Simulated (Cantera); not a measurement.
A diamond (100) surface in a fixed gas of H2 with x(CH4) = 0.012, x(H) = 0.011, at 1200 K, 165 Torr; coverages are run to steady state.

Model: the Harris–Goodwin 1993 mechanism for the reconstructed diamond (100) surface, integrated in Cantera.

θ: site fractions in the mechanism's names (c6HH fully hydrogenated, c6H* and c6*H radical sites, c6** diradical, c6HM methylated).

```
x(CH3)   growth (µm/h)  θ c6HH  θ c6H*  θ c6*H  θ c6**    θ c6HM
-------  -------------  ------  ------  ------  ------  --------
1e-06              ___   0.439  0.0389   0.491  0.0305   1.85e-5
2.5e-06            ___   0.439  0.0389   0.491  0.0305   4.62e-5
6.1e-06            ___   0.439  0.0389   0.491  0.0305  0.000113
1.5e-05            ___   0.439  0.0389   0.491  0.0305  0.000277
3.7e-05            ___   0.439  0.0389   0.491  0.0304  0.000682
9.3e-05            ___   0.438  0.0388   0.490  0.0304   0.00171
0.00023            ___   0.436  0.0386   0.488  0.0301   0.00421
0.00057            ___   0.432  0.0382   0.482  0.0296    0.0103
0.0014             ___   0.423  0.0373   0.470  0.0283    0.0245
```

Question: Some entries are withheld; supply them.

Answer: 
- 1e-06, growth (µm/h): 0.191
- 2.5e-06, growth (µm/h): 0.478
- 6.1e-06, growth (µm/h): 1.17
- 1.5e-05, growth (µm/h): 2.87
- 3.7e-05, growth (µm/h): 7.07
- 9.3e-05, growth (µm/h): 17.7
- 0.00023, growth (µm/h): 43.6
- 0.00057, growth (µm/h): 107
- 0.0014, growth (µm/h): 253
